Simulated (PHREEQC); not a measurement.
## Leach liquor

Consider water at 66 °C with 1.7 mmol/kgw HCl, 45 mmol/kgw Al2(SO4)3 and 1.2 mmol/kgw Na2SO4. Closed to the air; pH follows from the charge balance.

The numbers come from PHREEQC with the ion-association model, phreeqc.dat.

- pH: 3.27
- ionic strength: 0.139 mol/kgw
- total alkalinity: -1.70 meq/kg

```csv
species,molality,activity,log γ
AlSO4+,0.0608,0.0449,-0.132
SO4-2,0.0306,0.00941,-0.513
Al(SO4)2-,0.0214,0.0158,-0.132
Al+3,0.00705,0.000946,-0.873
Na+,0.00227,0.00170,-0.125
HSO4-,0.00180,0.00134,-0.127
```

Precipitation was switched off in this run. The solution is supersaturated, for example in Gibbsite (slow to form), so a real one may precipitate; this is no full list. Away from 25 °C the constants follow the database's enthalpies or fits; those with neither stay at their 25 °C values.
